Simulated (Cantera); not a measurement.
Feed: 1 mol Zr, 0.011 mol H2O, 0.4 mol N2, held at 1500 °C and 11.0 mbar.

Equilibrium computed with Cantera from the NASA thermochemical tables; the gas is ideal and each condensed phase is pure. Candidate condensed phases: H2O, Zr, ZrN, ZrO2; 28 gas species. Mutual solubility and eutectic melting of coexisting phases are not modelled. ZrN: taken at fixed stoichiometry. Condensed phases not in the tables: solid solutions among these carbides, nitrides and lower oxides, N, O or C dissolved in the metal. Rates play no part.

Base state: H2 0.997, H 0.00271 (mole fractions); condensed: Zr(β) + ZrN(s) + ZrO2(tetragonal).

Problem. What changes in the equilibrium state with this change: pressure from 11.0 mbar to 1.00 bar?

Solution. 
```
species                 before     after
---------------------  -------  --------
H2                       0.997     1.000
H                      0.00271  0.000285
Zr(β), mol               0.195     0.195
ZrN(s), mol              0.800     0.800
ZrO2(tetragonal), mol  0.00550   0.00550
```
